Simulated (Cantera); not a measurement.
A freely propagating, adiabatic, planar premixed flame of H2 : O2 : N2 = 1 : 0.877 : 3.3 (molar parts), unburnt at 400 K and 200000 Pa; mixture-averaged transport, grid criteria slope 0.08 and curve 0.16, no radiation.

Cantera simulation using the H2/O2 subset of GRI-Mech 3.0, which has no nitrogen chemistry; the numbers are that mechanism's predictions, not measurements. Burning velocities carry a grid error of a few per cent, more on coarse grids. Lean hydrogen flames are cellular in practice and burn faster than this planar one.

### Question
Predict: laminar burning velocity; thermal thickness; peak x(H); peak x(OH); peak x(H2O2).

### Answer
```
Quantity                     Result
------------------------  ---------
laminar burning velocity  98.4 cm/s
thermal thickness          0.186 mm
peak x(H)                   0.00462
peak x(OH)                  0.00609
peak x(H2O2)                9.67e-5
```
